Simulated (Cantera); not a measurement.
A closed system holds: 1 mol Si, 2.1 mol Br₂, 32 mol H₂, held at 77000 Pa.

Cantera equilibrium calculation (NASA polynomials, part measured and part estimated; ideal gas, pure solids and liquids). Candidate condensed phases: Br₂, Si; 19 gas species. The tables' values for SiBr₃ are old estimates; treat these amounts as uncertain. Equilibrium is a limit: real reactors are often held back by kinetics, nucleation or transport.

x: gas mole fraction; n: condensed amount in mol.

| T (°C) | x H₂ | x HBr | x SiBr₂ | x SiBr₄ | n Si(s) |
|---|---|---|---|---|---|
| 925 | 0.928 | 0.0499 | 0.00441 | 0.0128 | 0.245 |
| 950 | 0.923 | (withheld) | (withheld) | (withheld) | 0.270 |
| 975 | 0.919 | 0.0596 | 0.00688 | 0.00946 | 0.291 |
| 1000 | 0.915 | 0.0640 | 0.00828 | 0.00784 | 0.309 |
| 1025 | 0.912 | 0.0680 | 0.00973 | 0.00634 | 0.323 |
| 1050 | 0.909 | 0.0715 | (withheld) | (withheld) | 0.332 |
| 1075 | 0.906 | 0.0744 | 0.0125 | 0.00383 | 0.338 |
| 1100 | 0.904 | 0.0767 | 0.0138 | 0.00287 | 0.341 |
| 1125 | 0.902 | 0.0784 | 0.0149 | 0.00212 | 0.341 |
| 1150 | 0.901 | 0.0797 | 0.0158 | 0.00154 | 0.339 |
| 1175 | 0.900 | 0.0805 | 0.0167 | 0.00111 | 0.335 |
| 1200 | 0.899 | 0.0810 | 0.0173 | 0.000800 | 0.331 |
| 1225 | 0.899 | 0.0813 | 0.0179 | 0.000575 | 0.326 |
| 1250 | 0.898 | 0.0814 | 0.0184 | 0.000414 | 0.320 |

Task: Some entries are withheld; supply them.

Result: 
- 950, x HBr: 0.0549
- 950, x SiBr₂: 0.00557
- 950, x SiBr₄: 0.0111
- 1050, x SiBr₂: 0.0112
- 1050, x SiBr₄: 0.00499
